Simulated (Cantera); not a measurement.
A Cantera script and its output.

```python
import numpy as np
import cantera as ct

gas = ct.Solution("gri30.yaml", transport_model="mixture-averaged")
show = ['H', 'NH3', 'H2O']

rows = []
print(f"{'T/K':>7s}{'rho':>11s}{'cp':>10s}{'mu':>11s}{'lambda':>11s}{'Pr':>7s}" + "".join(f"{'D_' + s:>11s}" for s in show))
for T in [400, 550, 700, 850, 1000, 1150, 1300]:
    gas.TPX = T, 1000000, {'C3H8': 0.92}
    Pr = gas.cp_mass * gas.viscosity / gas.thermal_conductivity
    D = [gas.mix_diff_coeffs_mole[gas.species_index(s)] for s in show]
    rows.append([gas.density, gas.cp_mass, gas.viscosity, gas.thermal_conductivity, Pr, *D])
    print(f"{T:7g}{gas.density:11.4e}{gas.cp_mass:10.1f}{gas.viscosity:11.4e}"
          f"{gas.thermal_conductivity:11.4e}{Pr:7.3f}" + "".join(f"{d:11.4e}" for d in D))
print("SI units: kg/m3, J/kg/K, Pa s, W/m/K, m2/s")
```

It prints:

```
    T/K        rho        cp         mu     lambda     Pr        D_H      D_NH3      D_H2O
    400 1.3259e+01    2133.9 1.0870e-05 3.0696e-02  0.756 1.1487e-05 2.0177e-06 2.0573e-06
    550 9.6430e+00    2739.3 1.4393e-05 5.2261e-02  0.754 2.0433e-05 3.7388e-06 3.8348e-06
    700 7.5766e+00    3237.2 1.7519e-05 7.4960e-02  0.757 3.1247e-05 5.8780e-06 6.0570e-06
    850 6.2396e+00    3634.5 2.0350e-05 9.7636e-02  0.758 4.3741e-05 8.3872e-06 8.6727e-06
   1000 5.3037e+00    3959.8 2.2954e-05 1.1983e-01  0.759 5.7784e-05 1.1232e-05 1.1645e-05
   1150 4.6119e+00    4195.3 2.5378e-05 1.4134e-01  0.753 7.3277e-05 1.4386e-05 1.4945e-05
   1300 4.0797e+00    4401.1 2.7658e-05 1.6211e-01  0.751 9.0142e-05 1.7830e-05 1.8552e-05
SI units: kg/m3, J/kg/K, Pa s, W/m/K, m2/s
```

Computed with Cantera and GRI-Mech 3.0 (53 species, 325 reactions). The composition is frozen, though it would react at the higher temperatures.
